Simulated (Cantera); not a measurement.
An adiabatic, constant-pressure homogeneous reactor starts with 3.14 % CH4, 0.408 % H2, 20.2 % O2, 76.2 % N2, equivalence ratio 0.32, at 1500 K and 7.50 bar.

Cantera simulation using GRI-Mech 3.0 (53 species, 325 reactions); the numbers are that mechanism's predictions, not measurements.

Task: Predict: time of steepest temperature rise; temperature at 5.00 s; equilibrium temperature; x(H2) at 5.00 s; x(O2) at 5.00 s; x(H) at 5.00 s; x(CO) at 5.00 s; x(H2O) at 5.00 s.

Result: 
```
Item                                                                   Value
---------------------------------  -----------------------------------------
time of steepest temperature rise                                   0.102 ms
temperature at 5.00 s                                                 2166 K
equilibrium temperature                                               2166 K
x(H2) at 5.00 s                      6.13e-5 (gas-phase equilibrium 6.13e-5)
x(O2) at 5.00 s                          0.133 (gas-phase equilibrium 0.133)
x(H) at 5.00 s                       1.34e-5 (gas-phase equilibrium 1.34e-5)
x(CO) at 5.00 s                    0.000150 (gas-phase equilibrium 0.000150)
x(H2O) at 5.00 s                       0.0659 (gas-phase equilibrium 0.0659)
```
